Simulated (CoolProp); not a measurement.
Saturation properties of toluene.

Computed with CoolProp (reference Helmholtz-energy equation of state, Lemmon 2006). It is a short technical equation, of lower accuracy than the large ones.

| T (°C) | p (MPa) | vapour Z | liquid viscosity (µPa s) |
|---|---|---|---|
| 51.35 | 0.01301 | (withheld) | 413 |
| 57.95 | (withheld) | 0.9887 | 387 |
| 64.55 | 0.02214 | 0.9863 | 364 |
| 71.25 | 0.02847 | (withheld) | 342 |
| 77.85 | (withheld) | (withheld) | 323 |
| 84.45 | (withheld) | 0.9771 | 305 |
| 91.05 | 0.05615 | 0.9733 | 289 |
| 97.65 | 0.06910 | 0.9691 | (withheld) |
| 104.35 | 0.08456 | 0.9643 | 261 |
| 110.95 | 0.1023 | 0.9592 | 248 |

Problem. Complete the blanks.

Solution. 
- 51.35, vapour Z: 0.9907
- 57.95, p (MPa): 0.01708
- 71.25, vapour Z: 0.9836
- 77.85, p (MPa): 0.03607
- 77.85, vapour Z: 0.9805
- 84.45, p (MPa): 0.04522
- 97.65, liquid viscosity (µPa s): 274

It boils at 110.6 °C under 1 atm.

Viscosity comes from a separate model (Avgeri 2015).
